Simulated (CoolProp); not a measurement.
Properties of carbonyl sulfide along the isobar 25600 kPa.

Model: reference Helmholtz-energy equation of state, Lemmon 2006, in CoolProp. It is a short technical equation, of lower accuracy than the large ones.

```json
[
 {"T (K)": "306.4", "phase": "liquid", "density (kg/m³)": "1047", "Joule-Thomson coefficient (K/MPa)": "-0.3003", "isothermal compressibility (1/MPa)": "0.002344", "expansivity (1/kK)": "2.013"},
 {"T (K)": "321.5", "phase": "liquid", "density (kg/m³)": "1014", "Joule-Thomson coefficient (K/MPa)": "-0.2437", "isothermal compressibility (1/MPa)": "?", "expansivity (1/kK)": "2.156"},
 {"T (K)": "336.6", "phase": "liquid", "density (kg/m³)": "980.5", "Joule-Thomson coefficient (K/MPa)": "-0.1759", "isothermal compressibility (1/MPa)": "0.003382", "expansivity (1/kK)": "2.322"},
 {"T (K)": "351.7", "phase": "liquid", "density (kg/m³)": "945.4", "Joule-Thomson coefficient (K/MPa)": "?", "isothermal compressibility (1/MPa)": "0.004119", "expansivity (1/kK)": "?"},
 {"T (K)": "366.8", "phase": "liquid", "density (kg/m³)": "908.7", "Joule-Thomson coefficient (K/MPa)": "?", "isothermal compressibility (1/MPa)": "0.005062", "expansivity (1/kK)": "2.734"},
 {"T (K)": "381.9", "phase": "supercritical", "density (kg/m³)": "870.4", "Joule-Thomson coefficient (K/MPa)": "0.1190", "isothermal compressibility (1/MPa)": "0.006274", "expansivity (1/kK)": "2.985"},
 {"T (K)": "397", "phase": "supercritical", "density (kg/m³)": "830.3", "Joule-Thomson coefficient (K/MPa)": "0.2577", "isothermal compressibility (1/MPa)": "0.007829", "expansivity (1/kK)": "3.264"},
 {"T (K)": "412.1", "phase": "supercritical", "density (kg/m³)": "788.6", "Joule-Thomson coefficient (K/MPa)": "0.4215", "isothermal compressibility (1/MPa)": "0.009805", "expansivity (1/kK)": "3.566"},
 {"T (K)": "427.1", "phase": "supercritical", "density (kg/m³)": "745.8", "Joule-Thomson coefficient (K/MPa)": "0.6098", "isothermal compressibility (1/MPa)": "0.01225", "expansivity (1/kK)": "3.876"},
 {"T (K)": "442.2", "phase": "supercritical", "density (kg/m³)": "701.8", "Joule-Thomson coefficient (K/MPa)": "0.8231", "isothermal compressibility (1/MPa)": "0.01522", "expansivity (1/kK)": "4.172"},
 {"T (K)": "457.3", "phase": "supercritical", "density (kg/m³)": "657.6", "Joule-Thomson coefficient (K/MPa)": "1.052", "isothermal compressibility (1/MPa)": "0.01860", "expansivity (1/kK)": "4.419"},
 {"T (K)": "472.4", "phase": "supercritical", "density (kg/m³)": "614.4", "Joule-Thomson coefficient (K/MPa)": "1.285", "isothermal compressibility (1/MPa)": "0.02220", "expansivity (1/kK)": "4.580"},
 {"T (K)": "487.5", "phase": "supercritical", "density (kg/m³)": "?", "Joule-Thomson coefficient (K/MPa)": "?", "isothermal compressibility (1/MPa)": "0.02572", "expansivity (1/kK)": "4.630"},
 {"T (K)": "502.6", "phase": "supercritical", "density (kg/m³)": "534.5", "Joule-Thomson coefficient (K/MPa)": "1.694", "isothermal compressibility (1/MPa)": "0.02886", "expansivity (1/kK)": "4.569"},
 {"T (K)": "517.7", "phase": "supercritical", "density (kg/m³)": "499.4", "Joule-Thomson coefficient (K/MPa)": "?", "isothermal compressibility (1/MPa)": "0.03145", "expansivity (1/kK)": "4.416"},
 {"T (K)": "532.8", "phase": "supercritical", "density (kg/m³)": "467.9", "Joule-Thomson coefficient (K/MPa)": "1.954", "isothermal compressibility (1/MPa)": "0.03345", "expansivity (1/kK)": "4.205"}
]
```

### Question
Fill in the missing entries.

### Answer

- 321.5, isothermal compressibility (1/MPa): 0.002803
- 351.7, Joule-Thomson coefficient (K/MPa): -0.09477
- 351.7, expansivity (1/kK): 2.514
- 366.8, Joule-Thomson coefficient (K/MPa): 0.002500
- 487.5, density (kg/m³): 573.0
- 487.5, Joule-Thomson coefficient (K/MPa): 1.504
- 517.7, Joule-Thomson coefficient (K/MPa): 1.845
